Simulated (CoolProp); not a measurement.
Carbon monoxide at several states: Z from the reference equation and from simpler models built on Tc = -140.3 °C, pc = 3498 kPa, ω = 0.050; each cubic takes its own stable root.

The numbers come from the reference Helmholtz-energy equation of state, Lemmon 2006 in CoolProp. It is a short technical equation, of lower accuracy than the large ones.

| T (°C) | p (kPa) | phase | reference | van der Waals | Redlich-Kwong | Soave-Redlich-Kwong | Peng-Robinson |
|---|---|---|---|---|---|---|---|
| -98.15 | 6470 | supercritical | ___ | ___ | ___ | ___ | 0.7177 |
| -86.45 | 13.2 | gas | 0.9996 | 0.9995 | 0.9995 | 0.9996 | 0.9995 |
| -187.55 | 5610 | liquid | 0.2795 | 0.4009 | ___ | ___ | ___ |
| 44.05 | 29.1 | gas | 0.9999 | 0.9998 | 0.9999 | 1.0000 | 0.9999 |

Problem. Fill in the missing entries.

Solution. 
- -98.15, reference: 0.7396
- -98.15, van der Waals: 0.6891
- -98.15, Redlich-Kwong: 0.7348
- -98.15, Soave-Redlich-Kwong: 0.7542
- -187.55, Redlich-Kwong: 0.2783
- -187.55, Soave-Redlich-Kwong: 0.2792
- -187.55, Peng-Robinson: 0.2478
